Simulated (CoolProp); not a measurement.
Properties of R124 along the isotherm 196.85 °C.

Computed with CoolProp (reference Helmholtz-energy equation of state, de Vries 1995).

```json
[
 {"p (bar)": "10.1", "phase": "gas", "density (kg/m³)": "37.27", "Joule-Thomson coefficient (K/MPa)": "5.861", "isothermal compressibility (1/MPa)": "1.047", "Prandtl number": "0.672", "fugacity coefficient": "___"},
 {"p (bar)": "20.1", "phase": "gas", "density (kg/m³)": "78.75", "Joule-Thomson coefficient (K/MPa)": "6.144", "isothermal compressibility (1/MPa)": "0.5602", "Prandtl number": "0.687", "fugacity coefficient": "0.8987"},
 {"p (bar)": "30.2", "phase": "gas", "density (kg/m³)": "126.5", "Joule-Thomson coefficient (K/MPa)": "6.419", "isothermal compressibility (1/MPa)": "0.4004", "Prandtl number": "0.718", "fugacity coefficient": "0.8506"},
 {"p (bar)": "40.3", "phase": "supercritical", "density (kg/m³)": "181.6", "Joule-Thomson coefficient (K/MPa)": "6.638", "isothermal compressibility (1/MPa)": "0.3245", "Prandtl number": "0.770", "fugacity coefficient": "0.8043"},
 {"p (bar)": "50.3", "phase": "supercritical", "density (kg/m³)": "245.5", "Joule-Thomson coefficient (K/MPa)": "6.714", "isothermal compressibility (1/MPa)": "0.2810", "Prandtl number": "0.852", "fugacity coefficient": "0.7603"},
 {"p (bar)": "60.4", "phase": "supercritical", "density (kg/m³)": "320.6", "Joule-Thomson coefficient (K/MPa)": "___", "isothermal compressibility (1/MPa)": "0.2483", "Prandtl number": "0.979", "fugacity coefficient": "0.7180"},
 {"p (bar)": "70.5", "phase": "supercritical", "density (kg/m³)": "___", "Joule-Thomson coefficient (K/MPa)": "5.887", "isothermal compressibility (1/MPa)": "0.2127", "Prandtl number": "1.16", "fugacity coefficient": "0.6784"},
 {"p (bar)": "80.5", "phase": "supercritical", "density (kg/m³)": "490.4", "Joule-Thomson coefficient (K/MPa)": "4.935", "isothermal compressibility (1/MPa)": "0.1698", "Prandtl number": "1.36", "fugacity coefficient": "0.6425"},
 {"p (bar)": "90.6", "phase": "supercritical", "density (kg/m³)": "569.5", "Joule-Thomson coefficient (K/MPa)": "3.915", "isothermal compressibility (1/MPa)": "0.1271", "Prandtl number": "1.55", "fugacity coefficient": "0.6101"}
]
```

Task: Complete the blanks.

Result: 
- 10.1, fugacity coefficient: 0.9482
- 60.4, Joule-Thomson coefficient (K/MPa): 6.507
- 70.5, density (kg/m³): 404.9

Viscosity comes from a separate model (Bell 2016), an estimate that may be off by 10 % or more. Thermal conductivity comes from a separate model (Huber 2003), an estimate that may be off by 10 % or more.
